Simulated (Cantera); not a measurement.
# Hydrocarbon pyrolysis for carbon deposition

An isothermal, constant-pressure homogeneous reactor starts with 50.0 % C2H6, 50.0 % N2, at 1250 K and 13300 Pa.

Detailed kinetics in Cantera: GRI-Mech 3.0 (53 species, 325 reactions). GRI-Mech 3.0 stops at C3 and has no aromatics, soot or wall deposition, so with more carbon than oxygen in the feed, carbon stays in small species such as C2H2 where larger ones or solid carbon would form.

| t (s) | x C2H6 | x H | x CH2 | x C2H | x H2 |
|---|---|---|---|---|---|
| 2.00e-6 | 0.500 | 1.14e-9 | <1e-12 | <1e-12 | 2.97e-9 |
| 7.02e-6 | 0.500 | 1.14e-8 | 2.98e-12 | <1e-12 | 7.51e-8 |
| 2.46e-5 | 0.500 | 1.32e-7 | 8.13e-11 | <1e-12 | 3.03e-6 |
| 8.65e-5 | 0.500 | 1.23e-6 | 9.51e-10 | <1e-12 | 0.000107 |
| 0.000304 | 0.496 | 5.73e-6 | 4.43e-9 | <1e-12 | 0.00225 |
| 0.00107 | 0.467 | 9.36e-6 | 1.11e-8 | 1.08e-11 | 0.0187 |
| 0.00374 | 0.371 | 1.03e-5 | 1.00e-8 | 4.71e-11 | 0.0739 |
| 0.0131 | 0.170 | 1.28e-5 | 6.65e-9 | 1.64e-10 | 0.189 |
| 0.0461 | 0.0159 | 1.13e-5 | 1.38e-9 | 4.04e-10 | 0.287 |
| 0.162 | 0.00117 | 3.89e-6 | 1.18e-10 | 2.48e-10 | 0.318 |
| 0.568 | 0.000586 | 3.14e-6 | 6.37e-11 | 2.96e-10 | 0.349 |
| 1.99 | 0.000341 | 2.90e-6 | 4.41e-11 | 3.70e-10 | 0.387 |
| 7.00 | 0.000234 | 2.48e-6 | 3.28e-11 | 3.44e-10 | 0.395 |
x: mole fraction; the columns are a selection and need not sum to one.

Equilibrium at this temperature and pressure: C2H6 0.000113, H 7.33e-7, CH2 1.15e-11, C2H 1.01e-10, H2 0.302 (gas phase only).
